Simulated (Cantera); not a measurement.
# Chlorosilane synthesis and conversion: SiCl4 + HCl + H2

A closed system holds: 1 mol SiCl4, 1.4 mol HCl, a varied amount of H2, held at 823 K and 48000 Pa.

Method: chemical equilibrium by Gibbs-energy minimisation in Cantera with the NASA 1993 tables (ideal gas, pure condensed phases). Candidate condensed phases: Si; 19 gas species. The numbers say what is thermodynamically allowed, not how fast it happens.

```
n(H2) (mol)   x H2   x HCl  x SiCl4  x SiHCl3  x SiCl3  x SiH2Cl2
-----------  -----  ------  -------  --------  -------  ---------
1.1          0.314   0.400    0.285  0.000270  7.57e-7    2.15e-8
1.4          0.368   0.369    0.263  0.000317  8.19e-7    3.21e-8
1.9          0.441   0.326    0.232  0.000379  8.96e-7    5.22e-8
2.6          0.520   0.280    0.200  0.000446  9.72e-7    8.39e-8
3.4          0.586   0.242    0.172  0.000502  1.03e-6    1.23e-7
4.5          0.652   0.203    0.144  0.000558  1.08e-6    1.81e-7
6            0.714   0.167    0.118  0.000610  1.13e-6    2.64e-7
8            0.769   0.135   0.0955  0.000655  1.17e-6    3.78e-7
11           0.820   0.105   0.0739  0.000696  1.21e-6    5.51e-7
14           0.853  0.0861   0.0603  0.000720  1.22e-6    7.25e-7
19           0.887  0.0662   0.0460  0.000744  1.24e-6    1.01e-6
```
x: gas mole fraction; nothing condenses.

From 1.1 mol H2 to 19 mol H2 nothing is condensed. The main Si-bearing gas is SiCl4 throughout.
